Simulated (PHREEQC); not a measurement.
## Buffer

Dissolve 39 mmol/kgw HF, 0.11 mmol/kgw Na2CO3 and 64 mmol/kgw NaCl at 56 °C. Closed to the air; pH follows from the charge balance.

Model: ion-association model, phreeqc.dat, run in PHREEQC.

Precipitation was switched off in this run.

**Question.** What pH does the model give?

**Answer.** pH 2.41.

**Question.** In which forms is F present?

**Answer.** HF 86 %, F- 11 %, HF2- 3.1 % of the F.

Constants without temperature data keep their 25 °C values here.
